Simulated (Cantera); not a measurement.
A perfectly stirred reactor is fed with NH3 : H2 = 1 : 3.8 (molar parts), at 9.00 Torr; it is held at 1625 K, and followed from long to short residence time.

Detailed kinetics in Cantera: the gas-phase N/H chemistry of the illustrative SiF4/NH3 mechanism in the Surface Chemkin manual (1991). Walls and surfaces, which speed up NH3 decomposition in real reactors, are not modelled.

Task: What does this change do: pressure from 9.00 Torr to 30.0 Torr?

Result: 
```csv
quantity,before,after
x(NH3) at τ = 6.60 s,0.201,0.192
x(H2) at τ = 6.60 s,0.796,0.801
x(NH) at τ = 6.60 s,6.69e-7,5.08e-7
x(N2H2) at τ = 6.60 s,2.19e-7,1.54e-7
x(H) at τ = 6.60 s,0.000112,0.000101
x(NH3) at τ = 0.110 s,0.208,0.208
x(H2) at τ = 0.110 s,0.792,0.792
x(NH) at τ = 0.110 s,2.96e-8,2.02e-7
x(N2H2) at τ = 0.110 s,7.43e-9,5.92e-8
x(H) at τ = 0.110 s,2.30e-5,6.02e-5
```
